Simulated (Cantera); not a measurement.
# Silicon oxide and oxynitride deposition: Si2H6 + O2 + N2

Input: 1 mol Si2H6, 0.8 mol O2, 10 mol N2, at 0.130 bar.

Method: chemical equilibrium by Gibbs-energy minimisation in Cantera with the NASA 1993 tables (ideal gas, pure condensed phases). Candidate condensed phases: H2O, Si, SiO2, Si2N2O, Si3N4; 35 gas species. The feed counts by its element totals alone. N2 is the only nitrogen source here; it is nearly inert below about 1500 K, so the nitride shown seldom forms there in practice. Mutual solubility and eutectic melting of coexisting phases are not modelled. The tables' values for SiN are old estimates; treat these amounts as uncertain. The tables hold silica as quartz up to 1696 K and as liquid above; real silica turns to tridymite and cristobalite and melts near 1996 K. Gases not in the tables: Si2H6 and higher silanes. Equilibrium is a limit: real reactors are often held back by kinetics, nucleation or transport.

From 1250 K to 1625 K the condensed part is SiO2(β-quartz) + Si2N2O(s). From 1700 K to 1850 K the condensed part is SiO2(condensed) + Si2N2O(s). From 1925 K to 2000 K the condensed part is Si2N2O(s). The main Si-bearing gas is SiO throughout.

```tsv
T (K)	x N2	x H2	x SiO	x H	x Si	n SiO2(β-quartz)	n Si2N2O(s)	n SiO2(condensed)
1250	0.754	0.246	1.15e-8	6.65e-7	<1e-12	0.400	0.800	0
1325	0.754	0.246	1.80e-7	2.25e-6	<1e-12	0.400	0.800	0
1400	0.754	0.246	2.09e-6	6.69e-6	<1e-12	0.399	0.800	0
1475	0.754	0.246	1.88e-5	1.78e-5	2.48e-12	0.399	0.800	0
1550	0.754	0.246	0.000136	4.33e-5	5.09e-11	0.399	0.800	0
1625	0.754	0.245	0.000812	9.69e-5	7.87e-10	0.396	0.797	0
1700	0.751	0.244	0.00414	0.000202	9.55e-9	0	0.784	0.382
1775	0.742	0.240	0.0182	0.000393	9.48e-8	0	0.725	0.323
1850	0.706	0.222	0.0715	0.000704	7.99e-7	0	0.479	0.0773
1925	0.695	0.217	0.0869	0.00123	1.60e-5	0	0.400	0
2000	0.694	0.216	0.0872	0.00210	0.000298	0	0.394	0
```
x: gas mole fraction; n: condensed amount in mol.
